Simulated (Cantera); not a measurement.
An isothermal, constant-pressure homogeneous reactor starts with C2H6 : H2 = 1 : 2.9 (molar parts), at 1050 K and 0.00642 atm. Integrator tolerance rtol = 1e-08.

Model: GRI-Mech 3.0 (53 species, 325 reactions), integrated in Cantera. GRI-Mech 3.0 stops at C3 and has no aromatics, soot or wall deposition, so with more carbon than oxygen in the feed, carbon stays in small species such as C2H2 where larger ones or solid carbon would form. Radical loss at walls, strong at low pressure, is not modelled.

### Question
What does this change do: temperature 1050 to 1500 K?

### Answer
```tsv
quantity	before	after
x(C2H6) at 200 s	0.000836 (gas-phase equilibrium 7.28e-5)	7.62e-8 (gas-phase equilibrium 1.19e-8)
x(H2) at 200 s	0.773 (gas-phase equilibrium 0.565)	0.826 (gas-phase equilibrium 0.829)
x(CH2) at 200 s	<1e-12 (gas-phase equilibrium <1e-12)	5.69e-9 (gas-phase equilibrium 1.67e-9)
x(C2H2) at 200 s	0.0313 (gas-phase equilibrium 0.0260)	0.167 (gas-phase equilibrium 0.169)
x(C2H4) at 200 s	0.147 (gas-phase equilibrium 0.0168)	0.000255 (gas-phase equilibrium 0.000256)
x(CH3) at 200 s	1.08e-6 (gas-phase equilibrium 9.40e-7)	2.95e-5 (gas-phase equilibrium 8.33e-6)
```
